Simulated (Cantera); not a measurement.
A freely propagating, adiabatic, planar premixed flame of 16.6 % CO, 15.1 % H2, 14.4 % O2, 54.0 % N2, equivalence ratio 1.1, unburnt at 700 K and 100000 Pa; unity-Lewis-number transport, grid criteria slope 0.08 and curve 0.16, no radiation.

Computed with Cantera and GRI-Mech 3.0 (53 species, 325 reactions). Unity Lewis numbers drop preferential diffusion, which matters most where H2 and H carry the flame. Burning velocities carry a grid error of a few per cent, more on coarse grids.

x: mole fraction of selected species; z is measured from the peak of heat release.

```csv
z (mm),T (K),u (m/s),x CO,x H2,x O2,x OH,x O,x H2O
-1.34,700,4.09,0.166,0.151,0.144,<1e-8,<1e-8,<1e-8
-0.890,700,4.09,0.166,0.151,0.144,<1e-8,<1e-8,1.92e-7
-0.668,700,4.09,0.166,0.151,0.144,<1e-8,<1e-8,1.09e-6
-0.445,700,4.09,0.166,0.151,0.144,<1e-8,<1e-8,1.98e-5
-0.223,714,4.17,0.165,0.149,0.143,2.38e-6,6.30e-6,0.00135
-0.111,861,4.98,0.162,0.134,0.134,0.000300,0.000371,0.0172
0,1285,7.24,0.145,0.0594,0.0891,0.00393,0.00740,0.0814
0.111,1581,8.74,0.117,0.0219,0.0539,0.00898,0.0165,0.113
0.223,1739,9.50,0.0992,0.0211,0.0428,0.0116,0.0170,0.115
0.445,…,10.3,0.0856,0.0222,…,0.0140,…,0.119
0.890,2079,11.1,0.0806,…,…,0.0151,…,0.127
1.78,2237,11.8,0.0757,0.0173,0.0260,0.0150,0.00781,0.136
3.56,2375,12.3,0.0689,0.0144,0.0213,0.0139,0.00505,0.144
```

### Question
What belongs in the gaps?

### Answer

- 0.445, T (K): 1911
- 0.445, x O2: 0.0351
- 0.445, x O: 0.0149
- 0.890, x H2: 0.0204
- 0.890, x O2: 0.0304
- 0.890, x O: 0.0113
